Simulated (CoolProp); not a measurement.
The numbers come from the reference Helmholtz-energy equation of state, Lemmon 2006 in CoolProp. It is a short technical equation, of lower accuracy than the large ones.

Q: For toluene, give the phase and the density (kg/m³), cv (kJ/(kg K)), conductivity (mW/(m K)) at 199.7 K and 0.279 bar.

A: 
- 199.7 K and 0.279 bar: liquid; density 954, cv 1.04, conductivity 155

Thermal conductivity comes from a separate model (Assael 2012).
